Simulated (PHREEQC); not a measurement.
Consider water at 85 °C with 0.061 mol FeCl3, 0.0029 mol NaHCO3 and 0.19 mol Na2SO4 per kg of water. Closed to the air; pH follows from the charge balance.

Computed with PHREEQC (ion-association model, phreeqc.dat).

Each row changes one thing in this solution. This is a speciation only: nothing precipitates in the calculation.

```
case                                                pH  ionic strength (mol/kgw)  Na+ (mol/kgw)  FeOH+2 (mol/kgw)  Fe2(OH)2+4 (mol/kgw)  Fe(OH)2+ (mol/kgw)  SI of Goethite (FeOOH)  SI of Hematite (Fe2O3)
------------------------------------------------  ----  ------------------------  -------------  ----------------  --------------------  ------------------  ----------------------  ----------------------
as made                                           2.69                     0.555          0.346            0.0114               0.00340             0.00319                   +6.36                  +14.96
FeCl3 replaced by Fe2(SO4)3 at the same molality  2.71                     0.665          0.325            0.0164               0.00489                 [?]                   +6.53                  +15.30
diluted 10-fold with water                        2.87                    0.0620         0.0371           0.00209                   [?]             0.00167                   +6.34                  +14.92
Na2SO4 left out                                   1.72                     0.251        0.00290               [?]               0.00696            0.000474                   +4.60                  +11.43
NaHCO3 left out                                    [?]                     0.549          0.344            0.0110               0.00324             0.00289                   +6.29                  +14.82
0.0037 mol/kgw Ca(OH)2 added                      2.77                     0.569          0.345            0.0123               0.00380             0.00409                     [?]                  +15.34
```

Question: Complete the blanks.

Answer: 
- FeCl3 replaced by Fe2(SO4)3 at the same molality, Fe(OH)2+ (mol/kgw): 0.00456
- diluted 10-fold with water, Fe2(OH)2+4 (mol/kgw): 0.000108
- Na2SO4 left out, FeOH+2 (mol/kgw): 0.0122
- NaHCO3 left out, pH: 2.66
- 0.0037 mol/kgw Ca(OH)2 added, SI of Goethite (FeOOH): +6.55

Some of these states are supersaturated (in Hematite (slow to form), Goethite (slow to form), for instance). Away from 25 °C the constants follow the database's enthalpies or fits; those with neither stay at their 25 °C values.
